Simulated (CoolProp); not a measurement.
Computed with CoolProp (reference Helmholtz-energy equation of state, Platzer 1990). This equation is an older, rougher fit.

**Question.** For CF4 (R14), give the phase and the speed of sound (m/s), viscosity (µPa s), Prandtl number at 9.95 °C and 0.0798 MPa.

**Answer.** 
- 9.95 °C and 0.0798 MPa: gas; speed of sound 176, viscosity 16.5, Prandtl number 0.749

Viscosity comes from a separate model (Huber 2003), an estimate that may be off by 10 % or more. Thermal conductivity comes from a separate model (Huber 2003), an estimate that may be off by 10 % or more.
